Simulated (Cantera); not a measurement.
Charge: 1 mol NH3, 0.41 mol SO2, 0.2 mol O2, equilibrated at 2798.15 K and 0.0730 bar.

Equilibrium computed with Cantera from the NASA thermochemical tables; the gas is ideal and each condensed phase is pure. The numbers say what is thermodynamically allowed, not how fast it happens.

| species | before | after |
|---|---|---|
| H2O | 0.216 | 0.405 |
| H2 | 0.244 | 0.239 |
| N2 | 0.184 | 0.219 |
| H | 0.149 | 0.00170 |
| SO | 0.0698 | 0.0153 |
| O | 0.0141 | 1.32e-6 |
| OH | 0.0369 | 0.000249 |
| S2 | 0.00183 | 0.0444 |
| S | 0.0213 | 0.00147 |
| SO2 | 0.0511 | 0.0570 |
| O2 | 0.00501 | 9.76e-7 |
| NO | 0.00274 | 6.99e-6 |
| H2S | 0.000353 | 0.00999 |
| S2O | 4.38e-5 | 0.000558 |
| SN | 1.71e-5 | 1.83e-6 |
| SH | 0.00533 | 0.00616 |
Gas species are given as mole fractions.

Q: What was changed between the two runs?
(A) temperature from 2798.15 K to 1923 K
(B) O2 from 0.2 to 2.8 mol
(C) SO2 from 0.41 to 0.11 mol
(D) SO2 from 0.41 to 0.05 mol

A: A, temperature from 2798.15 K to 1923 K
